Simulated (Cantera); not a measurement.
Transport properties of process gases

Gas mixture: C3H8 : CO = 0.6 : 0.45 (molar parts), at 170 Pa, frozen composition.

Cantera's kinetic-theory transport with the Lennard-Jones parameters of GRI-Mech 3.0, ideal gas; thermal conductivity in the multicomponent form.

```tsv
T (K)	ρ (kg/m³)	cp (J/kg/K)	μ (µPa s)	λ (mW/m/K)	Pr	D (cm²/s) C2H2	D (cm²/s) CH3	D (cm²/s) N2
400	0.00190	1784	13.9	30.8	0.804	115	157	142
500	0.00152	2070	16.7	42.4	0.816	172	234	210
600	0.00127	2326	19.3	54.5	0.823	239	322	288
700	0.00109	2551	21.7	66.9	0.828	313	421	375
800	0.000951	2746	24.0	79.2	0.830	396	530	471
900	0.000845	2915	26.1	91.4	0.832	485	648	575
```
D: mixture-averaged diffusion coefficient of that species in the mixture.
